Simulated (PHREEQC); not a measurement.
Consider water at 20 °C with 0.045 mol ZnCl2, 0.093 mol H3BO3 and 0.0021 mol HCl per kg of water. Closed to the air; pH follows from the charge balance.

Equilibrium calculation in PHREEQC: ion-association model, phreeqc.dat.

No solid was allowed to form.

Problem. Estimate the pH, density, specific conductance.

Solution. pH 2.77; density 1.006 g/cm³; specific conductance 8160 µS/cm.

Problem. In which forms is Zn present?

Solution. Zn+2 93 %, ZnCl+ 6.2 % of the Zn.
